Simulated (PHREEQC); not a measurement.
Make-up at 20 °C: 0.001 mol FeSO4 and 0.11 mol CuCl2 per kg of water. Closed to the air; pH follows from the charge balance.

All values are PHREEQC results (ion-association model, phreeqc.dat), not measurements.

Each row changes one thing in this solution. No solid was allowed to form.

```tsv
case	pH	ionic strength (mol/kgw)	Cl- (mol/kgw)	Cu+2 (mol/kgw)	CuCl+ (mol/kgw)	CuCl2 (mol/kgw)
as made	4.30	0.305	0.207	0.0966	0.0122	0.000563
FeSO4 left out	4.30	0.304	0.207	0.0971	0.0122	0.000567
CuCl2 from 0.11 to 0.55 mol/kgw	4.11	1.30	0.917	0.385	0.147	0.0178
FeSO4 from 0.001 to 0.0011 mol/kgw	4.30	0.306	0.207	0.0966	0.0122	0.000562
```

The ionic strength passes 0.7 mol/kgw, the rough limit of the ion-association models, in CuCl2 from 0.11 to 0.55 mol/kgw.
